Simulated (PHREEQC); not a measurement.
Consider water at 25 °C with 0.057 mol H2SO4, 0.0015 mol Fe(NO3)3 and 3.6e-06 mol CO2 per kg of water. Closed to the air; pH follows from the charge balance.

The numbers come from PHREEQC with the ion-association model, phreeqc.dat.

No solid was allowed to form.

Q: Predict the pH.

A: pH 1.22.

Q: In which forms is S present?

A: HSO4- 72 %, SO4-2 25 %, FeSO4+ 1.7 %, FeHSO4+2 0.6 % of the S.

Examples of supersaturated solids here: Hematite (slow to form). Others may be too.
